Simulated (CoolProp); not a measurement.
Vapour-liquid equilibrium of R134a (1) + R227EA (2) at -28.75 °C; x and y are mole fractions of (1).

The numbers come from the multi-fluid Helmholtz-energy mixture model, Tillner-Roth 1994 and Lemmon 2016; pair parameters Bell 2016 in CoolProp.

```
x      bubble pressure (MPa)  y at the bubble point  dew pressure at overall composition x (MPa)  liquid density (mol/L)
-----  ---------------------  ---------------------  -------------------------------------------  ----------------------
0.05                 0.05974                  0.086                                      0.05873                   9.482
0.125                0.06313                  0.200                                      0.06086                   9.718
0.2                  0.06632                  0.300                                      0.06312                   9.966
0.275                0.06930                  0.389                                      0.06549                   10.23
0.35                 0.07209                  0.468                                      0.06798                   10.50
0.425                0.07469                  0.541                                      0.07056                   10.78
0.5                  0.07712                  0.608                                      0.07323                   11.08
0.575                0.07939                  0.670                                      0.07594                   11.40
0.65                 0.08151                  0.730                                      0.07866                   11.74
0.725                0.08348                  0.788                                      0.08132                   12.09
0.8                  0.08531                  0.845                                      0.08386                   12.46
0.875                0.08700                  0.902                                      0.08621                   12.86
0.95                 0.08856                  0.960                                      0.08829                   13.28
```

No azeotrope shows between x = 0.05 and 0.95.

The pair parameters rest on a limited set of measurements; away from them the model extrapolates.
